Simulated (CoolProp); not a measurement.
Vapour-liquid equilibrium of R22 (1) + R152A (2) at 0.0805 MPa; x and y are mole fractions of (1).

Computed with CoolProp (multi-fluid Helmholtz-energy mixture model, Kamei 1995 and Outcalt 1996; pair parameters Bell 2016).

```csv
x,"bubble temperature, mixture model (°C)","bubble temperature, Raoult's law (°C)","y, mixture model","y, Raoult's law"
0.05,-30.0,-30.3,0.087,0.101
0.2,-32.6,-33.5,0.319,0.350
0.35,-35.1,-36.3,0.514,0.541
0.5,-37.7,-38.9,0.677,0.689
0.65,-40.2,-41.1,0.808,0.806
0.8,-42.6,-43.2,0.908,0.901
0.95,-44.9,-45.0,0.981,0.978
```

The largest gap from Raoult's law is +1.2 K in bubble temperature, at x = 0.35. No azeotrope shows between x = 0.05 and 0.95.

Pair parameters are fitted to limited data, so mixtures are less certain than the pure fluids.
